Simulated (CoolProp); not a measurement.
Propylene along the isotherm 575 K: fugacity coefficient from the reference equation and from simpler models built on Tc = 364.2 K, pc = 45.55 bar, ω = 0.146; each cubic takes its own stable root.

Model: reference Helmholtz-energy equation of state, Lemmon 2013, in CoolProp.

```csv
p (bar),phase,reference,Redlich-Kwong,Soave-Redlich-Kwong,Peng-Robinson
0.36,gas,0.9994,0.9994,0.9995,0.9993
0.683,gas,0.9989,0.9988,0.9991,0.9988
1.29,gas,0.9980,0.9977,0.9983,0.9977
2.45,gas,0.9962,0.9956,0.9968,0.9956
4.65,gas,0.9928,0.9917,0.9939,0.9917
8.82,gas,0.9864,0.9844,0.9885,0.9843
16.7,gas,0.9746,0.9708,0.9786,0.9708
31.7,gas,?,0.9458,0.9605,0.9463
60.1,supercritical,0.9149,0.9019,0.9291,?
114,supercritical,0.8540,0.8321,0.8810,?
```

### Question
Fill in the missing entries.

### Answer

- 31.7, reference: 0.9529
- 60.1, Peng-Robinson: 0.9044
- 114, Peng-Robinson: 0.8408
